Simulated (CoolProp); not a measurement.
Vapour-liquid equilibrium of R134a (1) + R141b (2) at 0.125 bar; x and y are mole fractions of (1).

Values from CoolProp's multi-fluid Helmholtz-energy mixture model, Tillner-Roth 1994 and Lemmon 2006; pair parameters Bell 2016.

Problem. Give the bubble temperature and the first vapour's composition at x = 0.35, 0.45, 0.85. Is there an azeotrope?

Solution. x = 0.35: 218.2 K, y = 0.940; x = 0.45: 215.9 K, y = 0.954; x = 0.85: 211.2 K, y = 0.984. No azeotrope shows between x = 0.05 and 0.95.

Pair parameters are fitted to limited data, so mixtures are less certain than the pure fluids.
